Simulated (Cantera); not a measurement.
# Pyrogenic steam for wet oxidation

A perfectly stirred reactor is fed with 10.3 % H₂, 10.4 % O₂, 79.2 % N₂, at 0.120 bar; it is held at 1198 K, and followed from long to short residence time.

Detailed kinetics in Cantera: GRI-Mech 3.0 (53 species, 325 reactions). The temperature is held fixed by assumption; the heat of reaction is taken as removed at once.

```tsv
τ (s)	x H₂	x O₂	x H	x NO	x HO₂	x NO₂	x H₂O₂
2.2	0.000163	0.0555	3.23e-5	2.52e-7	1.86e-6	3.34e-10	2.42e-7
1.2	0.000243	0.0555	5.92e-5	2.73e-7	2.34e-6	2.65e-10	2.98e-7
0.61	0.000377	0.0555	0.000116	3.37e-7	2.91e-6	2.23e-10	3.67e-7
0.32	0.000572	0.0555	0.000220	4.52e-7	3.46e-6	2.02e-10	4.36e-7
0.17	0.000855	0.0556	0.000411	6.32e-7	3.95e-6	1.91e-10	5.02e-7
0.090	0.00127	0.0557	0.000765	9.04e-7	4.39e-6	1.83e-10	5.61e-7
0.047	0.00190	0.0558	0.00143	1.30e-6	4.76e-6	1.78e-10	6.06e-7
0.025	0.00277	0.0561	0.00257	1.82e-6	5.04e-6	1.74e-10	6.30e-7
0.013	0.00403	0.0566	0.00461	2.48e-6	5.26e-6	1.69e-10	6.31e-7
0.0070	0.00566	0.0574	0.00773	3.14e-6	5.40e-6	1.61e-10	6.14e-7
```
x: mole fraction; the columns are a selection and need not sum to one.
